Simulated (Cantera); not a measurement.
Feed: 1 mol Cr2O3, 2300 mol H2.

Cantera equilibrium calculation (NASA polynomials, part measured and part estimated; ideal gas, pure solids and liquids). Candidate condensed phases: Cr, Cr2O3, H2O; 13 gas species. Mutual solubility and eutectic melting of coexisting phases are not modelled. Kinetics and transport are ignored.

Q: What condenses at these points (T in K, P in Pa): (1473, 32); (1873, 10000); (1473, 1000000); (1673, 3200); (1523, 32000); (1773, 1000); (2023, 320000)?

A: 
```csv
T (K),P in Pa,condensed phases,Cr condensed (%)
1473,32,Cr2O3,8.1
1873,10000,gas only,0.0
1473,1000000,Cr + Cr2O3,100.0
1673,3200,Cr,51.4
1523,32000,Cr,99.7
1773,1000,gas only,0.0
2023,320000,Cr,46.8
```
